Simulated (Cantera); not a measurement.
**Ignition delay**

Mixture: CH4 : C2H6 : C3H8 : O2 : N2 = 0.71 : 0.04 : 0.035 : 2.41 : 9.07 (molar parts), equivalence ratio 0.72, at 1.88 atm, adiabatic and at constant volume. Ignition delay is the time to a rise of 400 K.

Detailed kinetics in Cantera: GRI-Mech 3.0 (53 species, 325 reactions).

| T0 (K) | delay (ms) |
|---|---|
| 1023 | 68.7 |
| 1073 | 31.8 |
| 1123 | 15.0 |
| 1173 | 7.18 |
| 1223 | 3.47 |
| 1273 | 1.72 |
| 1323 | 0.879 |
| 1373 | 0.471 |
| 1423 | 0.265 |

```
Property                                                 Value
--------------------------------------------------  ----------
apparent activation energy between 1323 and 1423 K  190 kJ/mol
```
